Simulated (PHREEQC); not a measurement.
PHREEQC input (Pitzer model, pitzer.dat):

```
SOLUTION 1
  temp 25
  units mol/kgw
  pH 7 charge
  S(6) 0.45
  Na 0.91156
  C(4) 0.0052
  Cl 0.034
  K 0.034
  B 0.00232
END
USE solution 1
INCREMENTAL_REACTIONS false
REACTION 1
  H2O -1
  0 9.886 18.011 24.689 30.178 34.689 38.397 41.444
  43.949 46.007 47.699 49.089 50.232 51.172 51.944 52.578
  53.1 53.528 53.88 54.17 54.408 54.603 54.764 54.896
  55.005 55.094 55.168 55.228 moles
EQUILIBRIUM_PHASES 1
  Arcanite 0 0
  Burkeite 0 0
  Glaserite 0 0
  Halite 0 0
  Kalicinite 0 0
  Mirabilite 0 0
  Misenite 0 0
  Nahcolite 0 0
  Natron 0 0
  Sylvite 0 0
  Thenardite 0 0
  Trona 0 0
  Borax 0 0
  Boric_acid,s 0 0
  KB5O8:4H2O 0 0
  K2B4O7:4H2O 0 0
  NaBO2:4H2O 0 0
  NaB5O8:5H2O 0 0
  Teepleite 0 0
SELECTED_OUTPUT 1
  -reset false
  -pH true
  -pe true
  -ionic_strength true
  -water true
  -activities H2O
  -totals B C Cl K Na S
  -molalities H+ Na+ K+ Cl- CO3-2 SO4-2 B(OH)3 OH- HCO3- CO2
    HSO4- B(OH)4- B3O3(OH)4- B4O5(OH)4-2
  -equilibrium_phases Arcanite Burkeite Glaserite Halite Kalicinite Mirabilite Misenite Nahcolite Natron Sylvite
    Thenardite Trona Borax Boric_acid,s KB5O8:4H2O K2B4O7:4H2O NaBO2:4H2O NaB5O8:5H2O Teepleite
PRINT
  -reset false
END
```

Selected output (columns that matter, 18 of 28 rows; water left (kg) added in front):

```
water left (kg)	pH	mu	B	C	Cl	K	Na	S	la_H2O	Burkeite	Glaserite	Halite	Mirabilite	Thenardite
1	10.13	1.3995	0.00232	0.0052	0.034	0.034	0.91156	0.45	-0.0078889	0	0	0	0	0
0.675515	10.106	2.0719	0.0034344	0.0076978	0.050332	0.050332	1.3494	0.66616	-0.01126	0	0	0	0	0
0.555205	10.09	2.5209	0.0041786	0.0093659	0.061239	0.061239	1.6418	0.81051	-0.01347	0	0	0	0	0
0.375046	10.053	3.732	0.0061859	0.013865	0.090656	0.090656	2.4305	1.1999	-0.019442	0	0	0	0	0
0.308243	10.034	4.5408	0.0075265	0.01687	0.1103	0.1103	2.9573	1.4599	-0.023541	0	0	0	0	0
0.200705	10.005	6.3505	0.011559	0.025909	0.1694	0.1694	4.1262	2.0343	-0.033524	0	0	0	0.0417	0
0.0965522	10.01	6.89	0.024028	0.053857	0.35214	0.35214	4.3699	2.1251	-0.038807	0	0	0	0.24482	0
0.0580428	10.014	7.5978	0.039971	0.089589	0.58577	0.58577	4.6935	2.2472	-0.046027	0	0	0	0.31957	0
0.0145703	9.9624	10.134	0.15923	0.35689	2.3335	0.84544	6.7591	2.2388	-0.093973	0	0.0072272	0	0.35259	0.050334
0.0145703	9.9624	10.134	0.15923	0.35689	2.3335	0.84544	6.7591	2.2388	-0.093973	0	0.0072272	0	0.27539	0.12753
0.0145703	9.9624	10.134	0.15923	0.35689	2.3335	0.84544	6.7591	2.2388	-0.093973	0	0.0072272	0	0.15979	0.24313
0.0145703	9.9624	10.134	0.15923	0.35689	2.3335	0.84544	6.7591	2.2388	-0.093973	0	0.0072272	0	0.11699	0.28593
0.0145703	9.9624	10.134	0.15923	0.35689	2.3335	0.84544	6.7591	2.2388	-0.093973	0	0.0072272	0	0.052791	0.35013
0.0145703	9.9624	10.134	0.15923	0.35689	2.3335	0.84544	6.7591	2.2388	-0.093973	0	0.0072272	0	0.0094911	0.39343
0.0133804	9.9556	10.008	0.17339	0.38863	2.541	0.84843	6.7471	2.0953	-0.096738	0	0.0075492	0	0	0.40687
0.00904321	9.9218	9.6177	0.25655	0.57502	3.7597	0.901	6.869	1.366	-0.1161	0	0.0086173	0	0	0.42041
0.00744251	9.907	9.6882	0.31172	0.69869	4.5684	0.97368	7.13	0.99103	-0.13262	0	0.0089178	0	0	0.42479
0.0050328	9.7771	9.6704	0.40728	0.64252	5.2808	1.0638	7.2799	0.78706	-0.14568	0.0019663	0.0095488	0.0074227	0	0.42301
```
